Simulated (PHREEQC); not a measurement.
## Polishing slurry liquid: an equilibrium model

A solution holds 0.00096 mol NH3 and 2.3e-07 mol H4SiO4 per kg of water, at 25 °C. Closed to the air; pH follows from the charge balance.

The numbers come from PHREEQC with the ion-association model, wateq4f.dat.

```yaml
pH: 10.08
ionic_strength: 0.000123 mol/kgw
total_alkalinity: 0.960 meq/kg
```

```csv
species,molality,activity,log γ
NH3,0.000837,0.000837,0.000
NH4+,0.000123,0.000121,-0.006
OH-,0.000123,0.000121,-0.006
H3SiO4-,1.48e-7,1.46e-7,-0.006
H4SiO4,8.19e-8,8.19e-8,0.000
```

Precipitation was switched off in this run.
